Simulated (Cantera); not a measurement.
Input: 1 mol Si, 1.7 mol HCl, 77 mol H2, held at 9200 Pa.

Cantera equilibrium calculation (NASA polynomials, part measured and part estimated; ideal gas, pure solids and liquids). Candidate condensed phases: Si; 19 gas species. The tables' values for SiCl3 are old estimates; treat these amounts as uncertain. Equilibrium is a limit: real reactors are often held back by kinetics, nucleation or transport.

x: gas mole fraction; n: condensed amount in mol.

```json
[
 {"T (K)": "450", "x H2": "0.994", "x HCl": "2.36e-7", "x SiCl4": "0.00311", "x SiHCl3": "0.00305", "x SiCl2": "<1e-12", "n Si(s)": "0.512"},
 {"T (K)": "550", "x H2": "0.994", "x HCl": "8.07e-6", "x SiCl4": "0.00316", "x SiHCl3": "0.00295", "x SiCl2": "2.14e-11", "n Si(s)": "0.513"},
 {"T (K)": "650", "x H2": "0.994", "x HCl": "9.18e-5", "x SiCl4": "0.00322", "x SiHCl3": "0.00283", "x SiCl2": "4.85e-9", "n Si(s)": "0.516"},
 {"T (K)": "750", "x H2": "0.993", "x HCl": "0.000538", "x SiCl4": "0.00320", "x SiHCl3": "0.00268", "x SiCl2": "2.52e-7", "n Si(s)": "0.526"},
 {"T (K)": "850", "x H2": "0.992", "x HCl": "0.00203", "x SiCl4": "0.00300", "x SiHCl3": "?", "x SiCl2": "4.93e-6", "n Si(s)": "0.560"},
 {"T (K)": "950", "x H2": "0.990", "x HCl": "0.00551", "x SiCl4": "0.00241", "x SiHCl3": "?", "x SiCl2": "4.68e-5", "n Si(s)": "0.634"},
 {"T (K)": "1050", "x H2": "0.986", "x HCl": "0.0112", "x SiCl4": "0.00138", "x SiHCl3": "?", "x SiCl2": "0.000238", "n Si(s)": "0.752"},
 {"T (K)": "1150", "x H2": "0.982", "x HCl": "0.0166", "x SiCl4": "0.000414", "x SiHCl3": "?", "x SiCl2": "0.000620", "n Si(s)": "0.862"},
 {"T (K)": "1250", "x H2": "0.980", "x HCl": "0.0188", "x SiCl4": "6.57e-5", "x SiHCl3": "?", "x SiCl2": "0.000910", "n Si(s)": "0.904"},
 {"T (K)": "1350", "x H2": "0.980", "x HCl": "0.0192", "x SiCl4": "9.77e-6", "x SiHCl3": "?", "x SiCl2": "0.00106", "n Si(s)": "0.909"},
 {"T (K)": "1450", "x H2": "0.980", "x HCl": "0.0192", "x SiCl4": "1.76e-6", "x SiHCl3": "?", "x SiCl2": "0.00116", "n Si(s)": "0.906"},
 {"T (K)": "1550", "x H2": "0.980", "x HCl": "0.0191", "x SiCl4": "3.92e-7", "x SiHCl3": "?", "x SiCl2": "0.00124", "n Si(s)": "0.901"},
 {"T (K)": "1650", "x H2": "0.979", "x HCl": "0.0190", "x SiCl4": "1.04e-7", "x SiHCl3": "?", "x SiCl2": "0.00130", "n Si(s)": "0.895"}
]
```

Q: Complete the blanks.

A: 
- 850, x SiHCl3: 0.00243
- 950, x SiHCl3: 0.00199
- 1050, x SiHCl3: 0.00126
- 1150, x SiHCl3: 0.000497
- 1250, x SiHCl3: 0.000122
- 1350, x SiHCl3: 2.86e-5
- 1450, x SiHCl3: 7.77e-6
- 1550, x SiHCl3: 2.48e-6
- 1650, x SiHCl3: 9.05e-7
